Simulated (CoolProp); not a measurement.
Saturation properties of benzene (Tc = 562.0 K, pc = 49.06 bar, ω = 0.211).

Model: reference Helmholtz-energy equation of state, Thol 2012, in CoolProp.

```tsv
T (K)	p (bar)	liquid cp (kJ/(kg K))	liquid conductivity (mW/(m K))
352.8	1.000	1.904	124
369.9	1.648	1.963	119
386.9	2.575	2.025	114
403.9	3.854	2.090	109
421	5.573	2.160	104
438	7.794	2.235	98.7
455.1	10.63	2.320	93.7
472.1	14.14	2.419	88.8
489.1	18.43	2.543	83.9
```

It boils at 353.2 K under 1 atm.

Thermal conductivity comes from a separate model (Assael 2012).
